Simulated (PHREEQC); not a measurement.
Consider water at 85 °C with 12 mmol/kgw NH4HF2, 1.4 mmol/kgw H2SiF6, 0.035 mmol/kgw H3PO4 and 0.068 mmol/kgw H2SO4. Closed to the air; pH follows from the charge balance.

Equilibrium calculation in PHREEQC: ion-association model, phreeqc.dat.

### Question
The ionic strength comes out as 0.0138 mol/kgw. What activity coefficients do H+, F-, NH4SO4-, SiF6-2, HF2- get?

### Answer
H+ 0.89, F- 0.87, NH4SO4- 0.87, SiF6-2 0.59, HF2- 0.87.

Precipitation was switched off in this run. Constants without temperature data keep their 25 °C values here. SiF6-2 is the database's only silicon fluoride.
